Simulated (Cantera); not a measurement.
Dilute partial oxidation

A perfectly stirred reactor is fed with 0.346 % C₂H₄, 0.633 % O₂, 98.9 % N₂, 0.158 % CH₄, equivalence ratio 2.1, at 0.650 bar; it is held at 1198 K, and followed from long to short residence time.

Model: GRI-Mech 3.0 (53 species, 325 reactions), integrated in Cantera. GRI-Mech 3.0 was tuned for natural gas; its chemistry of ethylene as a main component is partial and can be far from experiment.

| τ (s) | x C₂H₄ | x O₂ | x CH₃ | x O | x NO |
|---|---|---|---|---|---|
| 18 | 0.000120 | 0.000181 | 1.88e-6 | 2.75e-9 | 1.42e-9 |
| 5.5 | 0.000183 | 0.000304 | 3.17e-6 | 8.36e-9 | 2.77e-9 |
| 1.7 | 0.000286 | 0.000514 | 5.35e-6 | 2.46e-8 | 4.98e-9 |
| 0.54 | 0.000447 | 0.000879 | 8.91e-6 | 6.63e-8 | 7.45e-9 |
| 0.17 | 0.000709 | 0.00152 | 1.46e-5 | 1.58e-7 | 8.48e-9 |
| 0.053 | 0.00113 | 0.00251 | 2.27e-5 | 3.10e-7 | 6.95e-9 |
| 0.017 | 0.00168 | 0.00367 | 3.19e-5 | 5.07e-7 | 4.53e-9 |
| 0.0052 | 0.00231 | 0.00480 | 4.13e-5 | 7.66e-7 | 2.52e-9 |
| 0.0016 | 0.00285 | 0.00563 | 4.69e-5 | 1.03e-6 | 1.12e-9 |
| 0.00051 | 0.00324 | 0.00612 | 4.03e-5 | 1.01e-6 | 2.30e-10 |
x: mole fraction; the columns are a selection and need not sum to one.
